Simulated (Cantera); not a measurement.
# Ignition delay

Mixture: C3H8 : O2 : N2 = 1 : 11.1 : 41.8 (molar parts), equivalence ratio 0.45, at 1000000 Pa, adiabatic and at constant pressure. Ignition delay is the time to a rise of 400 K.

Model: GRI-Mech 3.0 (53 species, 325 reactions), integrated in Cantera. GRI-Mech 3.0 was tuned for natural gas; its chemistry of propane as a main component is partial and can be far from experiment.

```tsv
T0 (K)	delay (ms)
1250	0.624
1300	0.277
1350	0.130
1400	0.0653
1450	0.0351
1500	0.0203
1550	0.0125
1600	0.00812
1650	0.00559
1700	0.00403
```

```json
{
 "apparent activation energy between 1600 and 1700 K": "160 kJ/mol"
}
```
